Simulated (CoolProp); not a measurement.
The fluid at 293.15 K and 0.149 MPa expands adiabatically to 0.0269 MPa with isentropic efficiency 0.85. The same conditions are run with several fluids, on thermodynamics alone (safety and materials aside).

The numbers come from the reference Helmholtz-energy equation of state of each fluid (dry air: Lemmon 2000; ethane: Bücker 2006; sulfur dioxide: Gao 2016; R507A: Lemmon 2003) in CoolProp. Blends and air are pseudo-pure fits.

| fluid | work (kJ/kg) | final temperature (K) | final phase | final density (kg/m³) |
|---|---|---|---|---|
| dry air | 96.7 | 196.5 | gas | 0.477 |
| ethane | 101 | 228.7 | gas | 0.427 |
| sulfur dioxide | 46.7 | 236.9 | two-phase, vapour fraction 0.963 | 0.919 |
| R507A | 32.3 | 251.3 | gas | 1.28 |
